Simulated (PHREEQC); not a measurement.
Synthetic water in mmol/kgw, 25 °C, pH 5.68, pe 10.9:

```
constituent           mmol/kgw
--------------------  --------
Na                       0.315
K                     0.000554
Ca                       0.263
Mg                       0.031
Cl                       0.453
S(6)                     0.036
Alkalinity (meq/kgw)     0.387
Cu(2)                  0.00773
F                      0.00078
```

Na is adjusted to close the charge balance.
Valence states are taken as typed.

Computed with PHREEQC (ion-association model, wateq4f.dat).

- ionic strength = 0.00124 mol/kgw

| species | molality | activity | log γ |
|---|---|---|---|
| CO2 | 0.00175 | 0.00175 | 0.000 |
| Cl- | 0.000453 | 0.000435 | -0.017 |
| HCO3- | 0.000386 | 0.000371 | -0.017 |
| Na+ | 0.000309 | 0.000297 | -0.017 |
| Ca+2 | 0.000261 | 0.000223 | -0.068 |
| SO4-2 | 3.44e-5 | 2.94e-5 | -0.068 |
| Mg+2 | 3.07e-5 | 2.63e-5 | -0.067 |
| Cu+2 | 6.34e-6 | 5.43e-6 | -0.067 |

This is a speciation only: nothing precipitates in the calculation. Species that the database lacks are ignored.
